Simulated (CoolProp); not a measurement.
A Linde-Hampson liquefier for CF4 (R14): isothermal reversible compression at 290 K from 1 atm to 10 MPa, throttling to 1 atm, return gas leaving the recuperator 2 K below the feed. Each further row changes one setting.

The numbers come from the reference Helmholtz-energy equation of state, Platzer 1990 in CoolProp. This equation is an older, rougher fit; its heat capacities, sound speeds and derivatives of the liquid may be far off and weren't checked against measurements.

| case | liquid yield per pass | compression work (kJ/kg of gas) |
|---|---|---|
| as stated | ___ | 115 |
| high pressure 20 MPa | ___ | ___ |
| warm-end temperature 320 K | ___ | ___ |
| warm-end gap 7 K | ___ | 115 |

Question: Complete the blanks.

Answer: 
- as stated, liquid yield per pass: 0.208
- high pressure 20 MPa, liquid yield per pass: 0.297
- high pressure 20 MPa, compression work (kJ/kg of gas): 128
- warm-end temperature 320 K, liquid yield per pass: 0.139
- warm-end temperature 320 K, compression work (kJ/kg of gas): 131
- warm-end gap 7 K, liquid yield per pass: 0.195
